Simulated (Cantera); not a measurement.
Transport properties of process gases

Gas mixture: 25.5 % CO₂, 74.5 % N₂, at 150 Torr, frozen composition.

Cantera's kinetic-theory transport with the Lennard-Jones parameters of GRI-Mech 3.0, ideal gas; thermal conductivity in the mixture-averaged form.

```csv
T (K),ρ (kg/m³),cp (J/kg/K),μ (µPa s),λ (mW/m/K),Pr,D (cm²/s) NH₃,D (cm²/s) OH,D (cm²/s) H
400,0.193,1009,21.6,30.7,0.709,1.77,2.49,9.78
500,0.154,1042,25.5,37.5,0.711,2.70,3.65,14.5
600,0.129,1075,29.1,44.1,0.711,3.77,4.98,19.9
700,0.110,1106,32.5,50.5,0.712,4.98,6.47,25.9
800,0.0965,1137,35.7,56.7,0.715,6.31,8.09,32.4
900,0.0858,1167,38.7,62.8,0.718,7.77,9.86,39.6
1000,0.0772,1192,41.5,68.7,0.720,9.34,11.8,47.3
1100,0.0702,1212,44.2,74.5,0.720,11.0,13.8,55.5
1200,0.0643,1230,46.9,80.1,0.720,12.8,15.9,64.2
```
D: mixture-averaged diffusion coefficient of that species in the mixture.
